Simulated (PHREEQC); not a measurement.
0.5 mol of Cd(OH)2 (Cd(OH)2) is brought to equilibrium with 1 kg of water holding 0.0021 mol/kgw Na2SO4, with rising amounts of AgNO3, at 25 °C. Oxygen is held at 0.21 atm. CO2 from the air is kept out. Solids allowed: Cd(OH)2, Ag2O, Ag2SO4, Mirabilite. Others were left out.

All values are PHREEQC results (ion-association model, wateq4f.dat), not measurements.

### Question
Predict pH at AgNO3 added (mol) = 0.0833, 0.125, 0.167, 0.188, 0.208.

### Answer
```
AgNO3 added (mol)    pH
-----------------  ----
0.0833             7.87
0.125              7.79
0.167              7.73
0.188              7.71
0.208              7.69
```
